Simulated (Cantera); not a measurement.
A Cantera script and what it prints.

```python
import numpy as np
import cantera as ct

gas_names = [...]  # 113 gases of nasa_gas.yaml made of C, H, O, Ti
cond_names = """
    C(gr) C6H6(L) C7H8(L) C8H18(L),n-octa H2O(s) H2O(L) Ti(a) Ti(b) Ti(L) TiC(s) TiC(L) TiO(a) TiO(b)
    TiO(L) TiO2(ru) TiO2(L) Ti2O3(a) Ti2O3(b) Ti2O3(L) Ti3O5(a) Ti3O5(b) Ti3O5(L) Ti4O7(s) Ti4O7(L)
""".split()


# ... load() reads the species with a 1 bar reference pressure and builds the phases ...
atoms = {
    'Ti(OiPr)4': {'Ti': 1, 'C': 12, 'H': 28, 'O': 4},
    'O2': {'O': 2},
}
top_T = {'C(gr)': 4500}  # K; cautious upper limits of use, not melting points


# ... equilibrate(T, P, feed) seeds the gas with the atoms and calls Mixture.equilibrate('TP', solver="vcs", rtol=1e-11, max_steps=5000) ...
results = []
T = 1998.15  # K
P = 133.322  # Pa
for m in [0.83, 1.1, 1.4, 1.8, 2.3, 3, 3.8, 4.9, 6.3, 8.2, 11, 14, 18]:
    feed = {'Ti(OiPr)4': 1, 'O2': m}  # mol
    mix = equilibrate(T, P, feed)
    results.append((T, P, feed, dict(zip(mix.species_names, mix.species_moles))))

top = {s: max(r[3][s] / sum(r[3][g] for g in gas_names) for r in results) for s in gas_names}
cols = sorted((s for s in top if top[s] > 0.001), key=lambda s: -top[s])[:5]
seen = [c for c in cond_names if any(r[3].get(c, 0) > 1e-12 for r in results)]
print("log10 of partial pressures in bar; condensed amounts in mol")
print(f"{'n(O2)':>10s}" + "".join(f"{s[:9]:>10s}" for s in cols + seen))
for T, P, feed, n in results:
    ng = sum(n[g] for g in gas_names)
    print(f"{feed['O2']:10.4g}" + "".join(f"{np.log10(max(n[s] / ng * P / 1e5, 1e-99)):10.3f}" for s in cols)
          + "".join(f"{n.get(c, 0):10.4g}" for c in seen))
```

Result:

```
log10 of partial pressures in bar; condensed amounts in mol
     n(O2)        H2       H2O        CO       CO2        O2     C(gr)    TiC(s)    TiO(b)  TiO2(ru)  Ti3O5(b)  Ti4O7(L)
      0.83    -3.042   -10.394    -3.424   -11.436   -21.795     5.319         1         0         0         0         0
       1.1    -3.054   -10.378    -3.396   -11.380   -21.739     4.779         1         0         0         0         0
       1.4    -3.067   -10.363    -3.368   -11.325   -21.684     4.179         1         0         0         0         0
       1.8    -3.083   -10.347    -3.336   -11.261   -21.620     3.379         1         0         0         0         0
       2.3    -3.103   -10.333    -3.302   -11.193   -21.552     2.379         1         0         0         0         0
         3    -3.129   -10.320    -3.262   -11.113   -21.473    0.9793         1         0         0         0         0
       3.8    -3.152    -7.589    -3.232    -8.329   -15.965         0    0.6966    0.2827         0         0         0
       4.9    -3.168    -5.248    -3.219    -5.960   -11.253         0         0         0         0    0.3321         0
       6.3    -3.244    -3.931    -3.236    -4.585    -8.467         0         0         0         0         0    0.2491
       8.2    -3.360    -3.596    -3.269    -4.166    -7.565         0         0         0    0.9958         0         0
        11    -3.591    -3.359    -3.354    -3.782    -6.628         0         0         0    0.9958         0         0
        14    -3.936    -3.236    -3.537    -3.498    -5.692         0         0         0    0.9959         0         0
        18    -4.597    -3.194    -4.049    -3.307    -4.285         0         0         0    0.9957         0         0
```

These are equilibrium values from Cantera (NASA tables, ideal gas, pure condensed phases), not measurements of a reactor. The feed counts by its element totals alone. Mutual solubility and eutectic melting of coexisting phases are not modelled. TiC, TiO: taken at fixed stoichiometry. Condensed phases not in the tables: Magnéli phases beyond Ti4O7, solid solutions among these carbides, nitrides and lower oxides.
